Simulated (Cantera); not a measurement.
Feed: 1 mol NH3, a varied amount of H2O, 0.42 mol H2, at 2950 K and 1900 Pa.

Cantera equilibrium calculation (NASA polynomials, part measured and part estimated; ideal gas, pure solids and liquids). Candidate condensed phases: H2O; 24 gas species. Kinetics and transport are ignored.

x: gas mole fraction; nothing condenses.

```
n(H2O) (mol)    x H   x H2    x N2   x H2O      x O     x OH      x O2
------------  -----  -----  ------  ------  -------  -------  --------
0.11          0.532  0.295   0.142  0.0137  0.00882  0.00792  0.000163
0.28          0.518  0.279   0.131  0.0311   0.0210   0.0184  0.000930
0.46          0.505  0.265   0.120     ___      ___      ___       ___
0.63          0.495  0.255   0.112  0.0562   0.0417   0.0348   0.00365
0.8           0.486  0.246   0.104     ___      ___      ___       ___
0.97          0.478  0.238  0.0977  0.0722   0.0572   0.0463   0.00688
1.1           0.473  0.233  0.0931  0.0769   0.0623   0.0498   0.00815
1.3           0.466  0.227  0.0869  0.0830   0.0692   0.0545    0.0101
```

Problem. Complete the blanks.

Solution. 
- 0.8, x H2O: 0.0650
- 0.8, x O: 0.0499
- 0.8, x OH: 0.0410
- 0.8, x O2: 0.00524
- 0.46, x H2O: 0.0454
- 0.46, x O: 0.0323
- 0.46, x OH: 0.0276
- 0.46, x O2: 0.00220
